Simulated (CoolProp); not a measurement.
A single-stage vapour-compression cycle with R227EA: evaporating at 294.15 K (dew point), condensing at 355.15 K (bubble point), superheat 0 K, subcooling 5 K, compressor efficiency 0.85, no pressure losses. Each further row changes one setting.

Computed with CoolProp (reference Helmholtz-energy equation of state, Lemmon 2016).

```json
[
 {"case": "as stated", "cooling COP": "2.04", "pressure ratio": "4.83", "discharge temperature (K)": "355.1", "refrigerating effect (kJ/kg)": "42.2", "volumetric capacity (kJ/m³)": "1350"},
 {"case": "evaporating temperature 299.15 K", "cooling COP": "2.42", "pressure ratio": "4.14", "discharge temperature (K)": "355.1", "refrigerating effect (kJ/kg)": "45.3", "volumetric capacity (kJ/m³)": "1690"},
 {"case": "condensing temperature 350.15 K", "cooling COP": "2.52", "pressure ratio": "4.33", "discharge temperature (K)": "350.1", "refrigerating effect (kJ/kg)": "49.3", "volumetric capacity (kJ/m³)": "1580"},
 {"case": "subcooling 10 K", "cooling COP": "2.39", "pressure ratio": "4.83", "discharge temperature (K)": "355.1", "refrigerating effect (kJ/kg)": "49.5", "volumetric capacity (kJ/m³)": "1580"},
 {"case": "superheat 10 K", "cooling COP": "2.25", "pressure ratio": "4.83", "discharge temperature (K)": "355.4", "refrigerating effect (kJ/kg)": "51.0", "volumetric capacity (kJ/m³)": "1550"},
 {"case": "compressor efficiency 0.75", "cooling COP": "1.80", "pressure ratio": "4.83", "discharge temperature (K)": "355.1", "refrigerating effect (kJ/kg)": "42.2", "volumetric capacity (kJ/m³)": "1350"}
]
```

The compression ends wet for: as stated; evaporating temperature 299.15 K; condensing temperature 350.15 K; subcooling 10 K; compressor efficiency 0.75.
